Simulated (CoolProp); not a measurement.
Hydrogen sulfide along the isotherm 138.15 °C: Z from the reference equation and from simpler models built on Tc = 100.0 °C, pc = 8999 kPa, ω = 0.101; each cubic takes its own stable root.

Model: reference Helmholtz-energy equation of state, Lemmon 2006, in CoolProp. It is a short technical equation, of lower accuracy than the large ones.

| p (kPa) | phase | reference |
|---|---|---|
| 3460 | gas | 0.9001 |
| 6920 | gas | 0.7826 |
| 10400 | supercritical | 0.6371 |
| 13800 | supercritical | 0.4737 |
| 17300 | supercritical | 0.4023 |
| 20800 | supercritical | 0.4154 |
| 24200 | supercritical | 0.4466 |
| 27700 | supercritical | 0.4841 |
| 31100 | supercritical | 0.5225 |
| 34600 | supercritical | 0.5628 |
| 38100 | supercritical | 0.6033 |
| 41500 | supercritical | 0.6427 |
| 45000 | supercritical | 0.6831 |

**Question.** How far does each simpler model (van der Waals, Redlich-Kwong, Soave-Redlich-Kwong, Peng-Robinson) lie from the reference over these 13 states: mean and median of the absolute difference, and the worst?

**Answer.** 
- van der Waals: mean 17.1 %, median 22.9 %, worst +27.6 % at 138.15 °C and 45000 kPa
- Redlich-Kwong: mean 4.7 %, median 5.3 %, worst +8.5 % at 138.15 °C and 20800 kPa
- Soave-Redlich-Kwong: mean 6.5 %, median 6.6 %, worst +12.1 % at 138.15 °C and 17300 kPa
- Peng-Robinson: mean 2.5 %, median 2.7 %, worst -4.6 % at 138.15 °C and 45000 kPa
